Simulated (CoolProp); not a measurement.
c-C4F8 (RC318) along the isobar 36.2 bar: Z from the reference equation and from simpler models built on Tc = 388.4 K, pc = 27.78 bar, ω = 0.355; each cubic takes its own stable root.

Model: reference Helmholtz-energy equation of state, Platzer 1990, in CoolProp. This equation is an older, rougher fit; its heat capacities, sound speeds and derivatives of the liquid may be far off and weren't checked against measurements.

```csv
T (K),phase,reference
312.8,liquid,0.1902
329,liquid,0.1897
345.2,liquid,0.1913
361.4,liquid,0.1963
377.7,liquid,0.2079
393.9,supercritical,0.2441
410.1,supercritical,0.4574
426.3,supercritical,0.6024
```

How far does each simpler model (van der Waals, Peng-Robinson) lie from the reference over these 8 states: mean and median of the absolute difference, and the worst?


- van der Waals: mean 40.6 %, median 49.6 %, worst +55.6 % at 312.8 K and 36.2 bar
- Peng-Robinson: mean 3.8 %, median 3.2 %, worst +9.3 % at 393.9 K and 36.2 bar
